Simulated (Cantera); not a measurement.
Halide evaporation, hydrolysis and transport: CuF2 + H2

Input: 1 mol CuF2, a varied amount of H2, held at 0.0600 bar.

Method: chemical equilibrium by Gibbs-energy minimisation in Cantera with the NASA 1993 tables (ideal gas, pure condensed phases). Candidate condensed phases: Cu, CuF2; 15 gas species. Mutual solubility and eutectic melting of coexisting phases are not modelled. Equilibrium is a limit: real reactors are often held back by kinetics, nucleation or transport.

Question: Map the stable condensed phases over T = 825, 875, 925, 975, 1025, 1075, 1125, 1175, 1225, 1275, 1325, 1375, 1425 °C and n(H2) in mol = 0.23, 0.35, 0.53, 0.8, 1.2, 1.8, 2.8, 4.2, 6.4, 9.7, 15, 22, 34.

Answer: 
```
T in °C \ n(H2) in mol
         0.23 0.35 0.53  0.8  1.2  1.8  2.8  4.2  6.4  9.7   15   22   34
   1425     A    A    B    B    B    B    B    B    B    B    B    B    B
   1375     A    A    B    B    B    B    B    B    B    B    B    B    B
   1325     A    A    B    B    B    B    B    B    B    B    B    B    B
   1275     A    A    B    B    B    B    B    B    B    B    B    B    B
   1225     A    A    B    B    B    B    B    B    B    B    B    B    B
   1175     A    A    B    B    B    B    B    B    B    B    B    B    B
   1125     C    B    B    B    B    B    B    B    B    B    B    B    B
   1075     D    D    D    B    B    B    B    B    B    B    B    B    B
   1025     D    D    D    B    B    B    B    B    B    B    B    B    B
    975     D    D    D    D    B    B    B    B    B    B    B    B    B
    925     D    D    D    D    B    B    B    B    B    B    B    B    B
    875     D    D    D    D    B    B    B    B    B    B    B    B    B
    825     D    D    D    D    B    B    B    B    B    B    B    B    B
```
A: gas only; B: Cu; C: CuF2; D: Cu + CuF2.
